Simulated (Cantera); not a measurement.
**Thermodynamics of oxide etching and cleaning by halides, feed CaO + Cl2**

A closed system holds: 1 mol CaO, 7.3 mol Cl2, equilibrated at 10.0 Torr.

Cantera equilibrium calculation (NASA polynomials, part measured and part estimated; ideal gas, pure solids and liquids). Candidate condensed phases: Ca, CaCl2, CaO; 11 gas species. Condensed phases not in the tables: oxide chlorides. Equilibrium is a limit: real reactors are often held back by kinetics, nucleation or transport.

From 650 K to 950 K the condensed part is CaCl2(s). From 1100 K to 1400 K the condensed part is CaCl2(l). From 1550 K to 1850 K nothing is condensed.

```json
[
 {"T (K)": "650", "log p Cl2": "-1.91", "log p Cl": "-7.84", "log p CaCl2": "<-13", "log p O2": "-3.01", "log p O": "<-13", "n CaCl2(s)": "1.00", "n CaCl2(l)": "0"},
 {"T (K)": "800", "log p Cl2": "-1.91", "log p Cl": "-5.98", "log p CaCl2": "-11.76", "log p O2": "-3.01", "log p O": "<-13", "n CaCl2(s)": "1.00", "n CaCl2(l)": "0"},
 {"T (K)": "950", "log p Cl2": "-1.91", "log p Cl": "-4.71", "log p CaCl2": "-8.52", "log p O2": "-3.01", "log p O": "-12.00", "n CaCl2(s)": "1.000", "n CaCl2(l)": "0"},
 {"T (K)": "1100", "log p Cl2": "-1.91", "log p Cl": "-3.78", "log p CaCl2": "-6.26", "log p O2": "-3.01", "log p O": "-10.11", "n CaCl2(s)": "0", "n CaCl2(l)": "1.000"},
 {"T (K)": "1250", "log p Cl2": "-1.94", "log p Cl": "-3.08", "log p CaCl2": "-4.68", "log p O2": "-3.02", "log p O": "-8.67", "n CaCl2(s)": "0", "n CaCl2(l)": "0.989"},
 {"T (K)": "1400", "log p Cl2": "-2.03", "log p Cl": "-2.56", "log p CaCl2": "-3.46", "log p O2": "-3.07", "log p O": "-7.56", "n CaCl2(s)": "0", "n CaCl2(l)": "0.799"},
 {"T (K)": "1550", "log p Cl2": "-2.27", "log p Cl": "-2.23", "log p CaCl2": "-2.88", "log p O2": "-3.18", "log p O": "-6.70", "n CaCl2(s)": "0", "n CaCl2(l)": "0"},
 {"T (K)": "1700", "log p Cl2": "-2.63", "log p Cl": "-2.03", "log p CaCl2": "-2.95", "log p O2": "-3.26", "log p O": "-5.98", "n CaCl2(s)": "0", "n CaCl2(l)": "0"},
 {"T (K)": "1850", "log p Cl2": "-3.11", "log p Cl": "-1.96", "log p CaCl2": "-3.00", "log p O2": "-3.30", "log p O": "-5.37", "n CaCl2(s)": "0", "n CaCl2(l)": "0"}
]
```
log p: log10 of the partial pressure in bar; n: condensed amount in mol.
